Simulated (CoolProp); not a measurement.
CH2F2 (R32) along the isobar 3370 kPa: density (kg/m³) from the reference equation and from simpler models built on Tc = 78.1 °C, pc = 5783 kPa, ω = 0.277; each cubic takes its own stable root.

Values from CoolProp's reference Helmholtz-energy equation of state, Tillner-Roth 1997.

| T (°C) | phase | reference | Redlich-Kwong | Peng-Robinson |
|---|---|---|---|---|
| -77.55 | liquid | 1286 | 970.7 | 1123 |
| -43.35 | liquid | 1196 | 900.4 | 1054 |
| -9.15 | liquid | 1095 | 814.7 | 965.0 |
| 25.05 | liquid | 971.3 | 702.2 | 839.9 |
| 59.25 | gas | 98.40 | 90.02 | 94.69 |
| 93.45 | gas | 73.43 | 71.84 | 73.07 |
| 127.65 | gas | 61.76 | 61.50 | 61.78 |
| 161.85 | gas | 54.22 | 54.38 | 54.28 |
